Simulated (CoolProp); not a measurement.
Dodecamethylcyclohexasiloxane (D6) along the isobar 834 kPa: density (kg/m³) from the reference equation and from simpler models built on Tc = 645.8 K, pc = 961.4 kPa, ω = 0.736; each cubic takes its own stable root.

Computed with CoolProp (reference Helmholtz-energy equation of state, Colonna 2008). It is a short technical equation, of lower accuracy than the large ones.

```
T (K)   phase  reference  van der Waals  Redlich-Kwong  Peng-Robinson
-----  ------  ---------  -------------  -------------  -------------
299    liquid      969.3          538.3          796.2          940.2
336.3  liquid      928.7          523.0          770.2          920.0
373.5  liquid      887.8          506.6          741.6          896.4
410.8  liquid      845.8          488.8          710.1          868.3
448    liquid      802.5          469.4          675.2          835.0
485.3  liquid      756.5          447.6          635.8          794.4
522.5  liquid      706.5          422.6          590.7          744.2
559.8  liquid      648.7          392.0          536.6          679.2
597    liquid      575.0          350.1          465.9          588.7
```
